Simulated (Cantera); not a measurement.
A Cantera script and what it prints.

```python
import numpy as np
import cantera as ct

gas_names = [...]  # 76 gases of nasa_gas.yaml made of C, H
cond_names = """
    C(gr) C6H6(L) C7H8(L) C8H18(L),n-octa
""".split()


# ... load() reads the species with a 1 bar reference pressure and builds the phases ...
atoms = {
    'C2H4': {'C': 2, 'H': 4},
    'H2': {'H': 2},
}
top_T = {'C(gr)': 4500}  # K; cautious upper limits of use, not melting points


# ... equilibrate(T, P, feed) seeds the gas with the atoms and calls Mixture.equilibrate('TP', solver="vcs", rtol=1e-11, max_steps=5000) ...
results = []
T = 2973.15  # K
P = 60  # Pa
for m in [2.5, 6.6, 11, 15, 19, 23, 27, 31, 35, 39]:
    feed = {'C2H4': 1, 'H2': m}  # mol
    mix = equilibrate(T, P, feed)
    results.append((T, P, feed, dict(zip(mix.species_names, mix.species_moles))))
    x = sorted(zip(gas.X, gas.species_names), reverse=True)
    print(f"T = {T:g} K  P = {P:g} Pa  n(H2) = {m:g} mol  gas = {mix.phase_moles(0):.4g} mol")
    print("   x: " + "  ".join(f"{s} {v:.3e}" for v, s in x if v > 0.0001))
    print("   condensed (mol): " + ("  ".join(f"{mix.phase(i).name} {mix.phase_moles(i):.4g}"
          for i in range(1, mix.n_phases) if mix.phase_moles(i) > 1e-12) or "none"))
```

It prints:

```
T = 2973.15 K  P = 60 Pa  n(H2) = 2.5 mol  gas = 9.675 mol
   x: H 8.831e-01  C3 4.927e-02  C 3.277e-02  H2 2.216e-02  C2 9.918e-03  C2H 2.115e-03  C2H2,acetylene 3.212e-04  C5 2.093e-04
   condensed (mol): none
T = 2973.15 K  P = 60 Pa  n(H2) = 6.6 mol  gas = 17.76 mol
   x: H 9.188e-01  C 2.568e-02  H2 2.399e-02  C3 2.372e-02  C2 6.092e-03  C2H 1.352e-03  C2H2,acetylene 2.135e-04
   condensed (mol): none
T = 2973.15 K  P = 60 Pa  n(H2) = 11 mol  gas = 26.41 mol
   x: H 9.337e-01  H2 2.478e-02  C 2.169e-02  C3 1.428e-02  C2 4.344e-03  C2H 9.797e-04  C2H2,acetylene 1.573e-04
   condensed (mol): none
T = 2973.15 K  P = 60 Pa  n(H2) = 15 mol  gas = 34.26 mol
   x: H 9.410e-01  H2 2.517e-02  C 1.930e-02  C3 1.007e-02  C2 3.442e-03  C2H 7.824e-04  C2H2,acetylene 1.266e-04
   condensed (mol): none
T = 2973.15 K  P = 60 Pa  n(H2) = 19 mol  gas = 42.1 mol
   x: H 9.458e-01  H2 2.543e-02  C 1.754e-02  C3 7.556e-03  C2 2.841e-03  C2H 6.491e-04  C2H2,acetylene 1.055e-04
   condensed (mol): none
T = 2973.15 K  P = 60 Pa  n(H2) = 23 mol  gas = 49.94 mol
   x: H 9.492e-01  H2 2.561e-02  C 1.615e-02  C3 5.903e-03  C2 2.410e-03  C2H 5.526e-04
   condensed (mol): none
T = 2973.15 K  P = 60 Pa  n(H2) = 27 mol  gas = 57.77 mol
   x: H 9.518e-01  H2 2.575e-02  C 1.502e-02  C3 4.749e-03  C2 2.085e-03  C2H 4.793e-04
   condensed (mol): none
T = 2973.15 K  P = 60 Pa  n(H2) = 31 mol  gas = 65.6 mol
   x: H 9.538e-01  H2 2.586e-02  C 1.408e-02  C3 3.906e-03  C2 1.830e-03  C2H 4.216e-04
   condensed (mol): none
T = 2973.15 K  P = 60 Pa  n(H2) = 35 mol  gas = 73.42 mol
   x: H 9.554e-01  H2 2.594e-02  C 1.326e-02  C3 3.268e-03  C2 1.625e-03  C2H 3.750e-04
   condensed (mol): none
T = 2973.15 K  P = 60 Pa  n(H2) = 39 mol  gas = 81.25 mol
   x: H 9.568e-01  H2 2.602e-02  C 1.256e-02  C3 2.774e-03  C2 1.457e-03  C2H 3.366e-04
   condensed (mol): none
```

Equilibrium computed with Cantera from the NASA thermochemical tables; the gas is ideal and each condensed phase is pure.
